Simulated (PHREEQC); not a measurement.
Dissolve 0.04 mol K2CO3, 0.00015 mol H4SiO4 and 5.8e-05 mol CO2 per kg of water at 90 °C. Closed to the air; pH follows from the charge balance.

The numbers come from PHREEQC with the ion-association model, phreeqc.dat.

Question: The ionic strength comes out as 0.110 mol/kgw. What activity coefficients do CO3-2, OH-, H3SiO4-, HCO3-, K+ get?

Answer: CO3-2 0.33, OH- 0.73, H3SiO4- 0.73, HCO3- 0.76, K+ 0.73.

This is a speciation only: nothing precipitates in the calculation. Away from 25 °C the constants follow the database's enthalpies or fits; those with neither stay at their 25 °C values.
